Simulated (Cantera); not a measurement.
A closed system holds: 1 mol B₂H₆, 4.2 mol O₂, 0.27 mol N₂, 18 mol H₂, equilibrated at 110 Pa.

Cantera equilibrium calculation (NASA polynomials, part measured and part estimated; ideal gas, pure solids and liquids). Candidate condensed phases: B, BN, B₂O₃, B₃O₃H₃, H₂O; 39 gas species. The feed counts by its element totals alone. Gases not in the tables: H₃BO₃. Rates play no part. All values below are at 1400 °C.

Base state: H₂ 0.698, H₂O 0.200, HBO₂ 0.0851, N₂ 0.0121, H 0.00287, B₂O₃ 0.00205, HBO 0.000424, OH 3.95e-5 (mole fractions); condensed: gas only.

Q: What changes in the equilibrium state with this change: pressure from 110 Pa to 14.0 Pa?

A: 
```json
[
 {"species": "H₂", "before": "0.698", "after": "0.693"},
 {"species": "H₂O", "before": "0.200", "after": "0.199"},
 {"species": "HBO₂", "before": "0.0851", "after": "0.0848"},
 {"species": "H", "before": "0.00287", "after": "0.00801"},
 {"species": "N₂", "before": "0.0121", "after": "0.0121"},
 {"species": "OH", "before": "3.95e-5", "after": "0.000111"},
 {"species": "BO₂", "before": "2.06e-5", "after": "5.76e-5"},
 {"species": "BO", "before": "3.61e-5", "after": "0.000101"},
 {"species": "HBO", "before": "0.000424", "after": "0.000421"}
]
```

Q: What changes in the equilibrium state with this change: pressure from 110 Pa to 10000 Pa?

A: 
```csv
species,before,after
H₂,0.698,0.700
H₂O,0.200,0.200
HBO₂,0.0851,0.0852
H,0.00287,0.000301
N₂,0.0121,0.0121
(HBO₂)₃,2.72e-9,2.25e-5
BO₂,2.06e-5,2.15e-6
```
